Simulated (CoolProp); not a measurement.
The numbers come from the reference Helmholtz-energy equation of state, Gao 2020 in CoolProp.

For ammonia, give the phase and the cp (kJ/(kg K)), Joule-Thomson coefficient (K/MPa), isothermal compressibility (1/MPa), viscosity (µPa s) at 715.7 K and 9.67 MPa.


- 715.7 K and 9.67 MPa: gas; cp 3.05, Joule-Thomson coefficient 1.95, isothermal compressibility 0.106, viscosity 26.6

Viscosity comes from a separate model (Fenghour 1995).
